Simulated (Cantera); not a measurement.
A Cantera script and its output.

```python
import numpy as np
import cantera as ct

gas = ct.Solution("gri30.yaml")
gas.TPX = 325, 100000, {'H2': 1, 'O2': 1.06, 'N2': 4, 'H2O': 0.24}
inlet = ct.Reservoir(gas, clone=True)
gas.equilibrate("HP")  # start burning
reactor = ct.IdealGasConstPressureReactor(gas, energy="on", clone=False)
exhaust = ct.Reservoir(gas, clone=True)
tau = [0.32, 0.084, 0.022, 0.0058, 0.0015, 0.0004, 0.00011, 2.8e-05, 7.3e-06][0]
for a, b in ((inlet, reactor), (reactor, exhaust)):
    ct.MassFlowController(a, b, mdot=lambda t: reactor.mass / tau)
net = ct.ReactorNet([reactor])
show = ['H2', 'O2', 'H2O', 'NO2', 'H2O2', 'N2O']

rows = []
print(f"{'tau/s':>10s}{'T/K':>9s}" + "".join(f"{s:>11s}" for s in show))
for tau in [0.32, 0.084, 0.022, 0.0058, 0.0015, 0.0004, 0.00011, 2.8e-05, 7.3e-06]:
    net.initial_time = 0.0
    net.advance(30 * tau)
    before = gas.X
    net.advance(40 * tau)
    drift = np.max(np.abs(gas.X - before) / (gas.X + 1e-9))
    rows.append([gas.T, *gas[show].X, drift])
    print(f"{tau:10.3e}{gas.T:9.1f}" + "".join(f"{x:11.3e}" for x in gas[show].X))
```

Output:

```
     tau/s      T/K         H2         O2        H2O        NO2       H2O2        N2O
 3.200e-01   1545.5  7.237e-05  9.641e-02  2.134e-01  1.312e-08  1.495e-07  5.681e-07
 8.400e-02   1543.0  1.760e-04  9.635e-02  2.131e-01  1.314e-08  2.798e-07  8.047e-07
 2.200e-02   1538.1  4.289e-04  9.626e-02  2.125e-01  8.877e-09  5.067e-07  8.077e-07
 5.800e-03   1527.7  1.034e-03  9.619e-02  2.114e-01  5.214e-09  8.926e-07  6.364e-07
 1.500e-03   1504.0  2.495e-03  9.628e-02  2.088e-01  3.740e-09  1.599e-06  4.407e-07
 4.000e-04   1452.5  5.893e-03  9.709e-02  2.033e-01  3.140e-09  3.052e-06  2.815e-07
 1.100e-04   1341.3  1.540e-02  1.012e-01  1.901e-01  1.944e-09  6.750e-06  1.456e-07
 2.800e-05    325.0  1.587e-01  1.683e-01  3.810e-02 -1.265e-19 -2.013e-17 -1.358e-20
 7.300e-06    325.0  1.587e-01  1.683e-01  3.810e-02 -5.487e-22 -8.730e-20 -5.890e-23
```

Computed with Cantera and GRI-Mech 3.0 (53 species, 325 reactions).
